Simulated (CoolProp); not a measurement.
Properties of n-perfluorohexane at several states (Tc = 174.9 °C, pc = 1.742 MPa, ω = 0.497).

Values from CoolProp's reference Helmholtz-energy equation of state, Gao 2022.

```csv
T (°C),p (MPa),phase,density (kg/m³),cp (kJ/(kg K)),speed of sound (m/s),expansivity (1/kK),fugacity coefficient
108.55,4.76,liquid,1447,1.156,338.2,2.354,0.1077
-32.05,0.094,liquid,1836,0.9575,666.0,1.501,0.01183
-42.75,0.316,liquid,1866,0.9408,694.6,1.481,0.001535
-3.15,0.0134,liquid,1756,1.003,590.3,1.589,0.5375
```
